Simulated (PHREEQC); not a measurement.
Consider water at 25 °C with 31 mmol/kgw NH4HF2, 21 mmol/kgw (NH4)2SiF6, 0.14 mmol/kgw H3BO3 and 38 mmol/kgw HCl. Closed to the air; pH follows from the charge balance.

Computed with PHREEQC (ion-association model, phreeqc.dat).

| quantity | before | after |
|---|---|---|
| pH | 1.98 | 1.98 |
| ionic strength (mol/kgw) | 0.107 | 0.0497 |
| HF (mol/kgw) | 0.0548 | 0.0553 |
| HF2- (mol/kgw) | 0.000984 | 0.000919 |
| BF3OH- (mol/kgw) | 9.09e-7 | 9.14e-7 |
| SI of Quartz (SiO2) | -5.71 | -6.59 |

Q: What was changed between the two runs?
A) temperature from 25 to 15 °C
B) (NH4)2SiF6 from 0.021 to 0.0021 mol/kgw
C) NH4HF2 from 0.031 to 0.155 mol/kgw
D) H3BO3 from 0.00014 to 0.0014 mol/kgw

A: B, (NH4)2SiF6 from 0.021 to 0.0021 mol/kgw

No solid was allowed to form. SiF6-2 is the database's only silicon fluoride. Real BF4- forms and hydrolyses slowly; the run takes it at equilibrium.
